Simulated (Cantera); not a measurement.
Feed: 1 mol PbO, 2.7 mol CH₄, 3.4 mol H₂, at 1400 K and 0.190 bar.

Method: chemical equilibrium by Gibbs-energy minimisation in Cantera with the NASA 1993 tables (ideal gas, pure condensed phases). Candidate condensed phases: C, C₆H₆, C₇H₈, C₈H₁₈, H₂O, Pb, PbO, PbO₂, Pb₃O₄; 113 gas species. The numbers say what is thermodynamically allowed, not how fast it happens.

Base state: H₂ 0.856, CO 0.0974, Pb 0.0459, CH₄ 0.000602, H₂O 5.90e-5, H 1.03e-5 (mole fractions); condensed: C(graphite) + Pb(l).

Problem. What changes in the equilibrium state with this change: PbO replaced by Fe₂O₃?

Solution. 
```
species             before    after
----------------  --------  -------
H₂                   0.856    0.742
CO                  0.0974    0.232
H₂O                5.90e-5   0.0228
Pb                  0.0459        0
CO₂                3.09e-6  0.00328
CH₄               0.000602  2.41e-6
H                  1.03e-5  9.61e-6
C(graphite), mol      1.69        0
Pb(l), mol           0.529        0
Fe(γ), mol               0     2.00
```
Further candidate phases: Fe, Fe(CO)₅, FeO, Fe(OH)₂, Fe(OH)₃, Fe₂O₃, Fe₃O₄.
